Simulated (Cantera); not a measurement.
A freely propagating, adiabatic, planar premixed flame of H2 : O2 : N2 = 1 : 0.294 : 0.765 (molar parts), equivalence ratio 1.7, unburnt at 575 K and 1.01 bar; mixture-averaged transport, grid criteria slope 0.08 and curve 0.16, no radiation.

Model: the H2/O2 subset of GRI-Mech 3.0, which has no nitrogen chemistry, integrated in Cantera. Burning velocities carry a grid error of a few per cent, more on coarse grids.

x: mole fraction of selected species; z is measured from the peak of heat release.

| z (mm) | T (K) | u (m/s) | x H2 | x O2 | x O | x H2O | x HO2 | x H |
|---|---|---|---|---|---|---|---|---|
| -1.22 | 575 | 10.7 | 0.486 | 0.143 | <1e-8 | <1e-8 | <1e-8 | <1e-8 |
| -0.816 | 575 | 10.7 | 0.486 | 0.143 | <1e-8 | <1e-8 | <1e-8 | <1e-8 |
| -0.612 | 575 | 10.7 | 0.486 | 0.143 | <1e-8 | <1e-8 | <1e-8 | <1e-8 |
| -0.408 | 575 | 10.7 | 0.486 | 0.143 | <1e-8 | 2.57e-8 | 2.59e-7 | 2.90e-8 |
| -0.204 | 588 | 10.9 | 0.484 | 0.143 | … | 0.000447 | 0.000234 | 0.000202 |
| -0.102 | 803 | 14.5 | 0.452 | 0.138 | … | 0.0180 | 0.000216 | 0.00982 |
| 0 | 1274 | 22.3 | 0.320 | 0.0915 | … | 0.119 | 8.66e-5 | 0.0674 |
| 0.102 | 1601 | 27.7 | 0.200 | 0.0230 | … | 0.247 | 2.14e-5 | 0.115 |
| 0.204 | 1740 | 29.9 | 0.179 | 0.00688 | … | 0.279 | 6.14e-6 | 0.117 |
| 0.408 | 1882 | 32.0 | 0.183 | 0.00369 | … | 0.287 | 3.08e-6 | 0.102 |
| 0.816 | 2036 | 34.2 | 0.193 | 0.00270 | … | 0.293 | 2.10e-6 | 0.0825 |
| 1.63 | 2190 | 36.4 | 0.203 | 0.00179 | … | 0.301 | 1.37e-6 | 0.0634 |
| 3.26 | 2333 | 38.3 | 0.211 | 0.00104 | … | 0.309 | 8.37e-7 | 0.0459 |

**Question.** What belongs in the gaps?

**Answer.** 
- -0.204, x O: 7.37e-6
- -0.102, x O: 0.000356
- 0, x O: 0.00553
- 0.102, x O: 0.00767
- 0.204, x O: 0.00625
- 0.408, x O: 0.00529
- 0.816, x O: 0.00412
- 1.63, x O: 0.00283
- 3.26, x O: 0.00167
